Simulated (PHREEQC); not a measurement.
Na2HPO4 is added in steps, without added water, to 1 kg of water holding 0.0011 mol Ca(NO3)2, at 25 °C. Oxygen alone is held at its pressure in air (log pO2 = -0.68). CO2 from the air is kept out. Solids allowed: Hydroxyapatite. Others were left out.

Base run: PHREEQC, ion-association model, phreeqc.dat. Each further column changes one thing. The table gives Ca in solution (mol/kgw).

```csv
Na2HPO4 added (mol),base,all activity coefficients set to 1,database wateq4f.dat,Davies equation for every ion,Debye-Hückel limiting law
0,0.00110,0.00110,0.00110,0.00110,0.00110
0.000825,0.000586,0.000568,0.000586,0.000586,0.000588
0.001375,0.000278,0.000244,0.000278,0.000279,?
0.0022,7.09e-5,4.53e-5,7.09e-5,7.15e-5,7.50e-5
0.003025,3.51e-5,2.16e-5,3.51e-5,3.55e-5,3.80e-5
0.003575,2.69e-5,1.66e-5,2.69e-5,2.73e-5,2.94e-5
0.0044,2.06e-5,?,2.06e-5,2.10e-5,2.29e-5
0.005225,1.72e-5,1.10e-5,1.72e-5,1.75e-5,?
0.005775,1.57e-5,1.02e-5,1.57e-5,1.60e-5,?
0.0066,1.41e-5,9.28e-6,1.41e-5,1.44e-5,1.61e-5
```

**Question.** Complete the blanks.

**Answer.** 
- 0.001375, Debye-Hückel limiting law: 0.000282
- 0.0044, all activity coefficients set to 1: 1.30e-5
- 0.005225, Debye-Hückel limiting law: 1.94e-5
- 0.005775, Debye-Hückel limiting law: 1.78e-5

 H3PO4, which wateq4f.dat lacks, is added to it with the constant of phreeqc.dat. phreeqc.dat and wateq4f.dat share most of their constants, so their agreement is no independent check. Solids allowed in the column 'database wateq4f.dat': Portlandite, Hydroxyapatite.
